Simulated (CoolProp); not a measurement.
Vapour-liquid equilibrium of propylene (1) + acetone (2) at 36.65 °C; x and y are mole fractions of (1).

The numbers come from the multi-fluid Helmholtz-energy mixture model, Lemmon 2013 and Lemmon 2006; pair parameters Bell 2016 in CoolProp.

| x | bubble pressure, mixture model (bar) | bubble pressure, Raoult's law (bar) | y, mixture model | y, Raoult's law |
|---|---|---|---|---|
| 0.05 | 1.928 | 1.235 | 0.744 | 0.618 |
| 0.2 | 5.810 | 3.451 | 0.917 | 0.885 |
| 0.35 | 8.570 | 5.667 | 0.946 | 0.943 |
| 0.5 | 10.28 | 7.882 | 0.957 | 0.968 |
| 0.65 | 11.45 | 10.10 | 0.965 | 0.983 |
| 0.8 | 12.69 | 12.31 | 0.974 | 0.992 |
| 0.95 | 14.47 | 14.53 | 0.991 | 0.998 |

The largest gap from Raoult's law is +68.4 % in bubble pressure, at x = 0.2. No azeotrope shows between x = 0.05 and 0.95.

The pair parameters rest on a limited set of measurements; away from them the model extrapolates. With so large a gap from Raoult's law the liquid may split in two, which this calculation doesn't test in full.
